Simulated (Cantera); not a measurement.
Adiabatic ignition

An adiabatic, constant-volume homogeneous reactor starts with 41.9 % H₂, 11.7 % O₂, 43.6 % N₂, 2.85 % H₂O, at 1600 K and 405 Torr.

Computed with Cantera and the H2/O2 subset of GRI-Mech 3.0, which has no nitrogen chemistry.

| t (s) | T (K) | P (bar) | x H₂ | x O₂ | x H₂O | x H | x H₂O₂ | x OH |
|---|---|---|---|---|---|---|---|---|
| 3.00e-6 | 1600 | 0.540 | 0.419 | 0.117 | 0.0285 | 4.15e-6 | 3.74e-8 | 3.54e-7 |
| 8.05e-6 | 1600 | 0.540 | 0.419 | 0.116 | 0.0286 | 0.000134 | 1.99e-7 | 1.17e-5 |
| 2.16e-5 | 1821 | 0.611 | 0.158 | 0.0136 | 0.207 | 0.154 | 5.80e-7 | 0.0157 |
| 5.79e-5 | 2320 | 0.754 | 0.172 | 0.00561 | 0.227 | 0.109 | 1.63e-7 | 0.0237 |
| 0.000155 | 2775 | 0.873 | 0.189 | 0.00274 | 0.246 | 0.0662 | 1.35e-7 | 0.0236 |
| 0.000417 | 2905 | 0.906 | 0.193 | 0.00201 | 0.253 | 0.0545 | 1.61e-7 | 0.0220 |
| 0.00112 | 2906 | 0.906 | 0.193 | 0.00201 | 0.253 | 0.0544 | 1.62e-7 | 0.0220 |
| 0.00300 | 2906 | 0.906 | 0.193 | 0.00201 | 0.253 | 0.0544 | 1.62e-7 | 0.0220 |
| 0.00805 | 2906 | 0.906 | 0.193 | 0.00201 | 0.253 | 0.0544 | 1.62e-7 | 0.0220 |
| 0.0216 | 2906 | 0.906 | 0.193 | 0.00201 | 0.253 | 0.0544 | 1.62e-7 | 0.0220 |
| 0.0579 | 2906 | 0.906 | 0.193 | 0.00201 | 0.253 | 0.0544 | 1.62e-7 | 0.0220 |
| 0.155 | 2906 | 0.906 | 0.193 | 0.00201 | 0.253 | 0.0544 | 1.62e-7 | 0.0220 |
| 0.417 | 2906 | 0.906 | 0.193 | 0.00201 | 0.253 | 0.0544 | 1.62e-7 | 0.0220 |
| 1.12 | 2906 | 0.906 | 0.193 | 0.00201 | 0.253 | 0.0544 | 1.62e-7 | 0.0220 |
| 3.00 | 2906 | 0.906 | 0.193 | 0.00201 | 0.253 | 0.0544 | 1.62e-7 | 0.0220 |
x: mole fraction; the columns are a selection and need not sum to one.

```json
{
  "time_of_steepest_temperature_rise": "19.1 µs",
  "temperature at 3.00 s": "2906 K",
  "equilibrium_temperature": "2906 K",
  "x(H₂) at 3.00 s": "0.193 (gas-phase equilibrium 0.193)",
  "x(O₂) at 3.00 s": "0.00201 (gas-phase equilibrium 0.00201)",
  "x(H₂O) at 3.00 s": "0.253 (gas-phase equilibrium 0.253)"
}
```
